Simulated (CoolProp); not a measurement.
A single-stage vapour-compression cycle with chlorine: evaporating at 261.15 K (dew point), condensing at 284.15 K (bubble point), superheat 5 K, subcooling 2 K, compressor efficiency 0.6, no pressure losses. Each further row changes one setting.

Values from CoolProp's reference Helmholtz-energy equation of state, Thol 2021.

```tsv
case	cooling COP	pressure ratio	discharge temperature (K)	refrigerating effect (kJ/kg)	volumetric capacity (kJ/m³)
as stated	6.19	2.14	353.1	256	2090
evaporating temperature 266.15 K	8.21	1.79	337.3	258	2490
condensing temperature 279.15 K	8.06	1.83	334.5	261	2130
subcooling 7 K	6.31	2.14	353.1	261	2130
superheat 15 K	6.06	2.14	366.3	261	2050
compressor efficiency 0.5	5.16	2.14	368.9	256	2090
```
